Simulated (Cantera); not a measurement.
Input: 1 mol Si(CH₃)₄, 1.1 mol C₂H₂, 1.2 mol H₂, equilibrated at 1977 °C and 0.100 bar.

These are equilibrium values from Cantera (NASA tables, ideal gas, pure condensed phases), not measurements of a reactor. Candidate condensed phases: C, C₆H₆, C₇H₈, C₈H₁₈, Si, SiC; 87 gas species. Gases not in the tables: Si₂H₆ and higher silanes. Kinetics and transport are ignored.

Base state: H₂ 0.973, H 0.0232, C₂H₂ (acetylene) 0.00326, Si 0.000738, SiH 9.26e-5, SiC₂ 8.53e-5, Si₂C 5.11e-5, SiH₂ 4.54e-5 (mole fractions); condensed: C(graphite) + SiC(s).

**Question.** What changes in the equilibrium state with this change: Si(CH₃)₄ replaced by SiH₂Cl₂?

**Answer.** 
```json
[
 {"species": "H₂", "before": "0.973", "after": "0.571"},
 {"species": "HCl", "before": "0", "after": "0.349"},
 {"species": "SiCl₂", "before": "0", "after": "0.0489"},
 {"species": "H", "before": "0.0232", "after": "0.0177"},
 {"species": "Cl", "before": "0", "after": "0.00786"},
 {"species": "SiCl", "before": "0", "after": "0.00110"},
 {"species": "SiCl₃", "before": "0", "after": "0.000756"},
 {"species": "CH₄", "before": "2.24e-5", "after": "7.72e-6"},
 {"species": "C(graphite), mol", "before": "5.15", "after": "1.41"},
 {"species": "SiC(s), mol", "before": "0.991", "after": "0.774"}
]
```
The tables' values for SiCl, SiCl₃ are old estimates; treat these amounts as uncertain.

**Question.** What changes in the equilibrium state with this change: pressure from 0.100 bar to 1.33 mbar?

**Answer.** 
```tsv
species	before	after
H₂	0.973	0.754
H	0.0232	0.177
Si	0.000738	0.0553
CH₄	2.24e-5	1.80e-7
SiC₂	8.53e-5	0.00640
C(graphite), mol	5.15	5.68
SiC(s), mol	0.991	0.309
```

**Question.** What changes in the equilibrium state with this change: 0.57 mol N₂ added?

**Answer.** 
| species | before | after |
|---|---|---|
| H₂ | 0.973 | 0.906 |
| N₂ | 0 | 0.0590 |
| H | 0.0232 | 0.0223 |
| HCN | 0 | 0.00817 |
| Si | 0.000738 | 0.000738 |
| HNC | 0 | 0.000694 |
| CH₄ | 2.24e-5 | 1.94e-5 |
| C(graphite), mol | 5.15 | 5.07 |
| SiC(s), mol | 0.991 | 0.990 |
Further candidate phases: Si₃N₄.
